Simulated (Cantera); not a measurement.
**Ignition delay**

Mixture: CH4 : O2 : N2 = 1 : 2.41 : 9.06 (molar parts), equivalence ratio 0.83, at 58000 Pa, adiabatic and at constant pressure. Ignition delay is the time to a rise of 400 K.

Model: GRI-Mech 3.0 (53 species, 325 reactions), integrated in Cantera.

```tsv
T0 (K)	delay (ms)
1125	206
1175	94.7
1225	45.3
1275	22.6
1325	11.7
1375	6.35
1425	3.59
1475	2.13
1525	1.32
1575	0.857
```

```yaml
apparent activation energy between 1475 and 1575 K: 180 kJ/mol
```
